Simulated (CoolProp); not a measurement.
Aqueous ethylene glycol as a coolant, 37 % by mass, freezing at -20.7 °C, 1 atm.

The numbers come from the Melinder's fits for secondary coolants in CoolProp.

```json
[
 {"T (°C)": "-14.6", "viscosity (mPa s)": "10.2", "conductivity (W/(m K))": "0.408", "density (kg/m³)": "1060", "cp (kJ/(kg K))": "3.443"},
 {"T (°C)": "-7.9", "viscosity (mPa s)": "7.44", "conductivity (W/(m K))": "0.414", "density (kg/m³)": "1058", "cp (kJ/(kg K))": "3.471"},
 {"T (°C)": "-1.2", "viscosity (mPa s)": "5.57", "conductivity (W/(m K))": "0.419", "density (kg/m³)": "1056", "cp (kJ/(kg K))": "3.498"},
 {"T (°C)": "5.5", "viscosity (mPa s)": "4.28", "conductivity (W/(m K))": "0.425", "density (kg/m³)": "1054", "cp (kJ/(kg K))": "3.525"},
 {"T (°C)": "12.2", "viscosity (mPa s)": "3.36", "conductivity (W/(m K))": "0.430", "density (kg/m³)": "1051", "cp (kJ/(kg K))": "3.551"},
 {"T (°C)": "18.9", "viscosity (mPa s)": "2.69", "conductivity (W/(m K))": "0.436", "density (kg/m³)": "1048", "cp (kJ/(kg K))": "3.576"},
 {"T (°C)": "25.5", "viscosity (mPa s)": "2.21", "conductivity (W/(m K))": "0.441", "density (kg/m³)": "1045", "cp (kJ/(kg K))": "3.601"},
 {"T (°C)": "32.2", "viscosity (mPa s)": "1.84", "conductivity (W/(m K))": "0.447", "density (kg/m³)": "1042", "cp (kJ/(kg K))": "3.625"}
]
```
